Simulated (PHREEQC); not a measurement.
A solution holds 0.0052 mol/kgw CuCl2, 0.00017 mol/kgw HCl and 0.003 mol/kgw KCl, at 20 °C. Closed to the air; pH follows from the charge balance.

The numbers come from PHREEQC with the ion-association model, phreeqc.dat.

This is a speciation only: nothing precipitates in the calculation.

Estimate the pH.

pH 3.82.

In which forms is Cu present?

Cu+2 98 %, CuCl+ 1.7 % of the Cu.
